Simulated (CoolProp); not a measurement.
The fluoroketone C6F12O (FK-5-1-12) at 293.15 K and 0.021 MPa is throttled through a valve to 0.00157 MPa with no heat exchange. Each further row changes one setting.

The numbers come from the reference Helmholtz-energy equation of state, McLinden 2015 in CoolProp.

```tsv
case	final density (kg/m³)
as stated	(withheld)
outlet pressure 0.000471 MPa	(withheld)
outlet pressure 0.00204 MPa	(withheld)
```

Q: Fill in the missing entries.

A: 
- as stated, final density (kg/m³): 0.204
- outlet pressure 0.000471 MPa, final density (kg/m³): 0.0612
- outlet pressure 0.00204 MPa, final density (kg/m³): 0.266
